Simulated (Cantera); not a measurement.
Cantera with NASA thermochemical tables; ideal gases at 1 bar, condensed phases pure. Values are per mole of reaction as written; species without (g) are pure solids or liquids, kept so even where they would boil at 1 bar.

Pb + I2(g) → PbI2(g)

```
T (K)  ΔH° (kJ)  ΔS° (J/K)  ΔG° (kJ)  log10 K
-----  --------  ---------  --------  -------
1375          ?          ?         ?        ?
1400      -80.3       12.7     -98.1     3.66
1425          ?          ?         ?        ?
1450          ?          ?         ?        ?
1475          ?          ?         ?        ?
```

Question: Fill in the missing entries.

Answer: 
- 1375, ΔH° (kJ): -80.1
- 1375, ΔS° (J/K): 12.9
- 1375, ΔG° (kJ): -97.8
- 1375, log10 K: 3.72
- 1425, ΔH° (kJ): -80.6
- 1425, ΔS° (J/K): 12.5
- 1425, ΔG° (kJ): -98.4
- 1425, log10 K: 3.61
- 1450, ΔH° (kJ): -80.8
- 1450, ΔS° (J/K): 12.4
- 1450, ΔG° (kJ): -98.8
- 1450, log10 K: 3.56
- 1475, ΔH° (kJ): -81.0
- 1475, ΔS° (J/K): 12.2
- 1475, ΔG° (kJ): -99.1
- 1475, log10 K: 3.51
